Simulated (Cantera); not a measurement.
Input (Python, Cantera):

```python
import numpy as np
import cantera as ct

gas = ct.Solution("h2o2.yaml")
gas.TPX = 575, 13000, {'H2': 1, 'O2': 0.294, 'N2': 1.29}
flame = ct.FreeFlame(gas, width=0.17)
flame.set_refine_criteria(ratio=3, slope=0.08, curve=0.16)
flame.transport_model = "unity-Lewis-number"
flame.solve(loglevel=0, auto=True)
z, T = flame.grid, flame.T
thick = (T[-1] - T[0]) / np.gradient(T, z).max()
show = ['H2', 'O2', 'OH', 'H2O2', 'HO2', 'H']
print(f"laminar burning velocity  {flame.velocity[0] * 100:.3f} cm/s")
print(f"burnt temperature         {T[-1]:.1f} K")
print(f"thermal thickness         {thick * 1e3:.4f} mm")
print(f"grid points               {len(z)}")
z0 = z[flame.heat_release_rate.argmax()]
print(f"{'z/mm':>9s}{'T/K':>9s}{'u/(m/s)':>9s}" + "".join(f"{s:>11s}" for s in show))
rows = []
for k in (-3, -2, -1.5, -1, -0.5, -0.25, 0, 0.25, 0.5, 1, 2, 4, 8):
    zz = z0 + k * thick
    rows.append([k * thick, np.interp(zz, z, T), np.interp(zz, z, flame.velocity),
                 *(np.interp(zz, z, flame.X[gas.species_index(s)]) for s in show)])
    print(f"{rows[-1][0] * 1e3:9.3f}{rows[-1][1]:9.1f}{rows[-1][2]:9.3f}" + "".join(f"{x:11.3e}" for x in rows[-1][3:]))
```

Result:

```
laminar burning velocity  349.073 cm/s
burnt temperature         2226.2 K
thermal thickness         5.2462 mm
grid points               131
     z/mm      T/K  u/(m/s)         H2         O2         OH       H2O2        HO2          H
  -15.738    575.0    3.491  3.870e-01  1.138e-01  5.844e-19  7.047e-14  9.261e-12  5.755e-17
  -10.492    575.0    3.491  3.870e-01  1.138e-01  3.039e-15  9.567e-12  1.264e-09  3.290e-13
   -7.869    575.0    3.491  3.870e-01  1.138e-01  1.046e-13  8.627e-11  1.140e-08  1.314e-11
   -5.246    575.1    3.491  3.870e-01  1.138e-01  6.306e-11  3.721e-09  4.823e-07  1.167e-08
   -2.623    587.7    3.565  3.856e-01  1.130e-01  5.889e-06  3.927e-07  3.560e-05  1.079e-04
   -1.312    727.6    4.377  3.622e-01  1.021e-01  1.448e-04  3.345e-07  2.712e-05  6.503e-03
    0.000   1106.1    6.516  2.177e-01  4.361e-02  1.719e-03  2.038e-07  7.938e-06  7.690e-02
    1.312   1337.4    7.771  1.263e-01  7.083e-03  3.801e-03  2.259e-07  1.123e-06  1.214e-01
    2.623   1440.7    8.306  1.244e-01  3.563e-03  4.777e-03  2.170e-07  5.029e-07  1.139e-01
    5.246   1560.1    8.910  1.328e-01  2.805e-03  5.759e-03  1.721e-07  3.475e-07  9.741e-02
   10.492   1691.9    9.560  1.421e-01  2.127e-03  6.495e-03  1.066e-07  2.373e-07  7.919e-02
   20.985   1824.4   10.198  1.508e-01  1.439e-03  6.674e-03  5.671e-08  1.532e-07  6.131e-02
   41.969   1946.6   10.772  1.585e-01  8.563e-04  6.156e-03  2.874e-08  9.526e-08  4.504e-02
```

Model: the H2/O2 subset of GRI-Mech 3.0, which has no nitrogen chemistry, integrated in Cantera. Unity Lewis numbers drop preferential diffusion, which matters most where H2 and H carry the flame. Burning velocities carry a grid error of a few per cent, more on coarse grids.
